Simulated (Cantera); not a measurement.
Pyrogenic steam for wet oxidation

An isothermal, constant-pressure homogeneous reactor starts with 6.67 % H₂, 6.67 % O₂, 86.7 % N₂, at 950 K and 0.240 bar.

Model: GRI-Mech 3.0 (53 species, 325 reactions), integrated in Cantera. The temperature is held fixed by assumption; the heat of reaction is taken as removed at once.

```csv
t (s),x H₂,x O₂,x NO,x OH,x N₂O,x H₂O
7.00e-5,0.0667,0.0667,<1e-12,<1e-12,<1e-12,3.67e-12
0.000242,0.0667,0.0667,<1e-12,4.40e-12,<1e-12,8.44e-11
0.000834,0.0667,0.0667,<1e-12,3.38e-10,<1e-12,1.06e-8
0.00288,0.0447,0.0570,3.98e-8,0.000464,1.19e-9,0.0185
0.00993,0.000869,0.0349,3.89e-7,3.65e-5,1.05e-8,0.0680
0.0343,0.000239,0.0346,3.73e-7,9.34e-6,1.23e-8,0.0687
0.118,5.77e-5,0.0345,3.34e-7,3.46e-6,1.33e-8,0.0689
0.408,7.68e-6,0.0345,2.96e-7,1.58e-6,1.38e-8,0.0690
1.41,3.13e-7,0.0345,3.23e-7,7.08e-7,1.40e-8,0.0690
4.86,3.65e-9,0.0345,3.69e-7,3.05e-7,1.40e-8,0.0690
16.8,2.14e-10,0.0345,3.86e-7,1.54e-7,1.40e-8,0.0690
57.9,6.27e-11,0.0345,3.90e-7,8.62e-8,1.39e-8,0.0690
200,2.29e-11,0.0345,3.89e-7,5.03e-8,1.35e-8,0.0690
```
x: mole fraction; the columns are a selection and need not sum to one.

Equilibrium at this temperature and pressure: H₂ 1.39e-11, O₂ 0.0345, NO 7.62e-6, OH 3.11e-8, N₂O 3.46e-10, H₂O 0.0690 (gas phase only).
